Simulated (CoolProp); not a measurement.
n-perfluorohexane at several states: fugacity coefficient from the reference equation and from simpler models built on Tc = 174.9 °C, pc = 17.42 bar, ω = 0.497; each cubic takes its own stable root.

The numbers come from the reference Helmholtz-energy equation of state, Gao 2022 in CoolProp.

| T (°C) | p (bar) | phase | reference |
|---|---|---|---|
| 52.35 | 0.241 | gas | 0.9853 |
| 23.55 | 1.42 | liquid | 0.1916 |
| -68.85 | 0.285 | liquid | 0.001287 |
| 52.95 | 0.114 | gas | 0.9931 |

**Question.** How far does each simpler model (van der Waals, Soave-Redlich-Kwong, Peng-Robinson) lie from the reference over these 4 states: mean and median of the absolute difference, and the worst?

**Answer.** 
- van der Waals: mean 16853.8 %, median 194.8 %, worst +67025.1 % at -68.85 °C and 0.285 bar
- Soave-Redlich-Kwong: mean 2.7 %, median 0.1 %, worst +10.6 % at -68.85 °C and 0.285 bar
- Peng-Robinson: mean 9.1 %, median 1.0 %, worst +34.3 % at -68.85 °C and 0.285 bar

At some of these states van der Waals gives the other phase, because its saturation line lies elsewhere.
